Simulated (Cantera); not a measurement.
Feed: 1 mol SiH4, 2 mol HCl, 50 mol H2, equilibrated at 0.00190 bar.

Method: chemical equilibrium by Gibbs-energy minimisation in Cantera with the NASA 1993 tables (ideal gas, pure condensed phases). Candidate condensed phases: Si; 19 gas species. The tables' values for SiCl are old estimates; treat these amounts as uncertain. Kinetics and transport are ignored. All values below are at 1623 K.

Base state: H2 0.965, HCl 0.0303, SiCl2 0.00332, H 0.00156, Si 8.23e-5, Cl 3.85e-5, SiCl 3.06e-5 (mole fractions); condensed: Si(s).

### Question
What changes in the equilibrium state with this change: HCl from 2 to 4.1 mol?

### Answer
```csv
species,before,after
H2,0.965,0.936
HCl,0.0303,0.0523
SiCl2,0.00332,0.0102
SiCl3,5.36e-6,2.90e-5
SiCl,3.06e-5,5.38e-5
Cl,3.85e-5,6.76e-5
H,0.00156,0.00153
Si,8.23e-5,8.23e-5
"Si(s), mol",0.813,0.415
```
The tables' values for SiCl, SiCl3 are old estimates; treat these amounts as uncertain.
